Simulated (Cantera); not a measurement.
Feed: 1 mol SiH₂Cl₂, 1.4 mol N₂O, 1.2 mol N₂, at 900 °C and 4.05 Torr.

These are equilibrium values from Cantera (NASA tables, ideal gas, pure condensed phases), not measurements of a reactor. Candidate condensed phases: H₂O, NH₄Cl, Si, SiO₂, Si₂N₂O, Si₃N₄; 47 gas species. Mutual solubility and eutectic melting of coexisting phases are not modelled. The tables' values for SiCl₃ are old estimates; treat these amounts as uncertain. The tables hold silica as quartz up to 1696 K and as liquid above; real silica turns to tridymite and cristobalite and melts near 1996 K. The numbers say what is thermodynamically allowed, not how fast it happens.

Base state: N₂ 0.554, HCl 0.418, H₂ 0.0191, SiCl₄ 0.00943, SiCl₃ 0.000114, SiCl₂ 1.36e-5, SiHCl₃ 1.00e-5 (mole fractions); condensed: SiO₂(β-quartz) + Si₂N₂O(s).

**Question.** What changes in the equilibrium state with this change: N₂O from 1.4 to 4.1 mol?

**Answer.** 
```csv
species,before,after
N₂,0.554,0.637
HCl,0.418,0.214
O₂,<1e-9,0.120
H₂,0.0191,3.69e-9
Cl₂,7.78e-9,0.0106
H₂O,8.59e-7,0.0131
SiCl₄,0.00943,<1e-9
SiCl₃,0.000114,<1e-9
NO,<1e-9,0.000108
SiCl₂,1.36e-5,<1e-9
SiHCl₃,1.00e-5,<1e-9
"SiO₂(β-quartz), mol",0.614,1.00
"Si₂N₂O(s), mol",0.172,0
```

**Question.** What changes in the equilibrium state with this change: SiH₂Cl₂ replaced by SiCl₄?

**Answer.** 
```
species               before   after
-------------------  -------  ------
N₂                     0.554   0.597
Cl₂                  7.78e-9   0.308
SiCl₄                0.00943  0.0688
HCl                    0.418       0
H₂                    0.0191       0
Cl                   4.26e-6  0.0268
SiCl₂                1.36e-5   <1e-9
SiHCl₃               1.00e-5       0
SiO₂(β-quartz), mol    0.614   0.700
Si₂N₂O(s), mol         0.172       0
```
